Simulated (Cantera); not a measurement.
A perfectly stirred reactor is fed with H2 : O2 = 0.28 : 1 (molar parts), at 20.0 Torr; it is held at 1400 K, and followed from long to short residence time.

Model: GRI-Mech 3.0 (53 species, 325 reactions), integrated in Cantera. Radical loss at walls, strong at low pressure, is not modelled. The temperature is held fixed by assumption; the heat of reaction is taken as removed at once.

Problem. What does this change do: H2 0.28 to 2.6 parts?

Solution. 
```json
[
 {"quantity": "x(H2) at τ = 15.0 s", "before": "6.60e-5", "after": "0.226"},
 {"quantity": "x(O2) at τ = 15.0 s", "before": "0.754", "after": "5.78e-5"},
 {"quantity": "x(HO2) at τ = 15.0 s", "before": "8.19e-7", "after": "5.55e-9"},
 {"quantity": "x(O) at τ = 15.0 s", "before": "0.000333", "after": "1.61e-5"},
 {"quantity": "x(H2O2) at τ = 15.0 s", "before": "5.82e-8", "after": "1.33e-8"},
 {"quantity": "x(H2) at τ = 30.0 ms", "before": "0.00364", "after": "0.181"},
 {"quantity": "x(O2) at τ = 30.0 ms", "before": "0.731", "after": "0.0117"},
 {"quantity": "x(HO2) at τ = 30.0 ms", "before": "1.06e-5", "after": "8.57e-7"},
 {"quantity": "x(O) at τ = 30.0 ms", "before": "0.0200", "after": "0.00618"},
 {"quantity": "x(H2O2) at τ = 30.0 ms", "before": "4.15e-7", "after": "3.37e-7"}
]
```
